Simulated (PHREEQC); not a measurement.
Consider water at 25 °C with 0.0058 mol NH3, 0.00015 mol H4SiO4 and 0.0075 mol K2CO3 per kg of water. Closed to the air; pH follows from the charge balance.

Equilibrium calculation in PHREEQC: ion-association model, phreeqc.dat.

Question: The ionic strength comes out as 0.0216 mol/kgw. What activity coefficients do H2SiO4-2, CO3-2, H3SiO4-, HCO3-, NH4+ get?

Answer: H2SiO4-2 0.58, CO3-2 0.58, H3SiO4- 0.86, HCO3- 0.87, NH4+ 0.86.

This is a speciation only: nothing precipitates in the calculation.
